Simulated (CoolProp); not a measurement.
Saturation properties of ethane (Tc = 32.2 °C, pc = 4872 kPa, ω = 0.099).

Model: reference Helmholtz-energy equation of state, Bücker 2006, in CoolProp.

```
T (°C)   p (kPa)  vapour density (kg/m³)  liquid cp (kJ/(kg K))  liquid viscosity (µPa s)
-------  -------  ----------------------  ---------------------  ------------------------
-100.35    51.17                   1.093                  2.396                       193
-92.95     79.54                   1.643                  2.422                       176
-85.65     118.4                   2.372                  2.452                       160
-78.25     171.3                   3.343                  2.486                       147
-70.95     239.7                   4.572                  2.525                       135
-63.55     328.4                   6.144                  2.570                       124
-56.25     438.0                   8.071                  2.621                       114
-48.85     574.9                   10.47                  2.681                       105
-41.55     738.7                   13.36                  2.751                      96.6
-34.15     937.2                   16.90                  2.835                      88.8
-26.75      1172                   21.19                  2.936                      81.5
-19.45      1443                   26.30                  3.060                      74.8
-12.05      1762                   32.59                  3.221                      68.4
-4.75       2124                   40.20                  3.434                      62.2
2.65        2543                   49.79                  3.742                      56.2
```

It boils at -88.6 °C under 1 atm.

Viscosity comes from a separate model (Friend 1991).
